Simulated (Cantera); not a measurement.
A closed system holds: 1 mol B2O3, 1.2 mol O2, a varied amount of H2, equilibrated at 900 °C and 5.50 mbar.

Cantera equilibrium calculation (NASA polynomials, part measured and part estimated; ideal gas, pure solids and liquids). Candidate condensed phases: B, B2O3, B3O3H3, H2O; 23 gas species. Gases not in the tables: H3BO3. Rates play no part.

Task: At 15 mol H2, list the 4 most abundant gas species with their mole fractions, and the condensed phases.

Result: H2 0.839, H2O 0.158, HBO2 0.00301, (HBO2)3 6.04e-5. Condensed: B2O3(l).
